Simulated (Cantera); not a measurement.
# Transport properties of process gases

Gas mixture: H2O : C2H6 : CH4 = 0.58 : 0.16 : 0.22 (molar parts), at 0.975 Torr, frozen composition.

Cantera's kinetic-theory transport with the Lennard-Jones parameters of GRI-Mech 3.0, ideal gas; thermal conductivity in the mixture-averaged form. Polar gases are described roughly by these parameters. The composition is frozen, though it would react at the higher temperatures.

```tsv
T (K)	ρ (kg/m³)	cp (J/kg/K)	μ (µPa s)	λ (mW/m/K)	Pr	D (cm²/s) H2O	D (cm²/s) H	D (cm²/s) NH3
400	0.000765	2087	13.7	39.5	0.725	256	1540	263
600	0.000510	2500	20.2	67.4	0.749	558	3230	588
800	0.000383	2864	26.2	98.8	0.761	950	5370	1020
1000	0.000306	3181	31.9	132	0.769	1420	7910	1550
1200	0.000255	3447	37.2	166	0.774	1960	10800	2160
1400	0.000219	3666	42.2	199	0.776	2560	14000	2850
1600	0.000191	3847	46.9	233	0.776	3220	17600	3620
1800	0.000170	3997	51.5	265	0.775	3940	21400	4450
```
D: mixture-averaged diffusion coefficient of that species in the mixture.
